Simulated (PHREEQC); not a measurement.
A solution holds 1.5 mol CaCl2 and 4.2e-05 mol H4SiO4 per kg of water, at 25 °C. Closed to the air; pH follows from the charge balance.

Equilibrium calculation in PHREEQC: Pitzer model, pitzer.dat.

Precipitation was switched off in this run.

**Question.** Estimate the pH, density, activity of water.

**Answer.** pH 6.10; density 1.121 g/cm³; activity of water 0.907.

In brines, pH and single-ion activities rest on the MacInnes convention.
